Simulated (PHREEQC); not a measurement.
Make-up at 25 °C: 56 mmol/kgw HF, 7.9 mmol/kgw NH4F, 0.04 mmol/kgw (NH4)2SiF6 and 66 mmol/kgw H3PO4. Closed to the air; pH follows from the charge balance.

The numbers come from PHREEQC with the ion-association model, phreeqc.dat.

No solid was allowed to form.

Problem. Order these F species by the share of F that they hold, largest first: F-, HF2-, HF, SiF6-2.

Solution. HF (93 %), F- (4.6 %), HF2- (2.1 %), SiF6-2 (0.37 %)

The pH is 1.80 and the ionic strength 0.0259 mol/kgw. SiF6-2 is the database's only silicon fluoride.
